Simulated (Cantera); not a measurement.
Input (Python, Cantera) and output of one run.

```python
import numpy as np
import cantera as ct

gas_names = """
    B BH BH2 BH3 B2 H H2
""".split()
cond_names = """
    B(b) B(L)
""".split()


# ... load() reads the species with a 1 bar reference pressure and builds the phases ...
atoms = {
    'B': {'B': 1},
    'H2': {'H': 2},
}
top_T = {}  # K; cautious upper limits of use, not melting points


# ... equilibrate(T, P, feed) seeds the gas with the atoms and calls Mixture.equilibrate('TP', solver="vcs", rtol=1e-11, max_steps=5000) ...
results = []
feed = {'B': 1, 'H2': 2.7}  # mol
T = 1425  # K
P = 850  # Pa
mix = equilibrate(T, P, feed)
results.append((T, P, feed, dict(zip(mix.species_names, mix.species_moles))))
print(gas.report(threshold=0.001))
for i in range(1, mix.n_phases):
    print(f"{mix.phase(i).name:16s} {mix.phase_moles(i):12.5e} mol")
```

Output:

```
       temperature   1425 K
          pressure   850 Pa
           density   0.00014463 kg/m^3
  mean mol. weight   2.016 kg/kmol
   phase of matter   gas

                          1 kg             1 kmol
                     ---------------   ---------------
          enthalpy        1.6833e+07        3.3934e+07  J
   internal energy        1.0956e+07        2.2086e+07  J
           entropy        1.0758e+05        2.1689e+05  J/K
    Gibbs function       -1.3648e+08       -2.7513e+08  J
 heat capacity c_p             15900             32054  J/K
 heat capacity c_v             11775             23739  J/K

                      mass frac. Y      mole frac. X     chem. pot. / RT
                     ---------------   ---------------   ---------------
                H2           0.99993           0.99992           -23.222
     [   +6 minor]        6.7421e-05        7.8739e-05

B(b)              9.99987e-01 mol
```

These are equilibrium values from Cantera (NASA tables, ideal gas, pure condensed phases), not measurements of a reactor.
